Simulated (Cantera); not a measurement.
Charge: 1 mol SiH₂Cl₂, 0.0067 mol Cl₂, 15 mol H₂, at 1548 K and 100000 Pa.

Method: chemical equilibrium by Gibbs-energy minimisation in Cantera with the NASA 1993 tables (ideal gas, pure condensed phases). Candidate condensed phases: Si; 19 gas species. The tables' values for SiCl₃ are old estimates; treat these amounts as uncertain. Rates play no part.

Base state: H₂ 0.909, HCl 0.0688, SiCl₂ 0.0173, SiCl₃ 0.00231, SiHCl₃ 0.00139, SiCl₄ 0.000863, SiH₂Cl₂ 0.000366, H 2.94e-5 (mole fractions); condensed: Si(s).

Problem. What changes in the equilibrium state with this change: temperature from 1548 K to 1398.15 K?

Solution. 
```
species       before     after
----------  --------  --------
H₂             0.909     0.919
HCl           0.0688    0.0573
SiCl₂         0.0173    0.0105
H            2.94e-5   4.55e-6
SiCl₄       0.000863   0.00409
SiHCl₃       0.00139   0.00461
SiH₂Cl₂     0.000366  0.000780
Si(s), mol     0.622     0.609
```
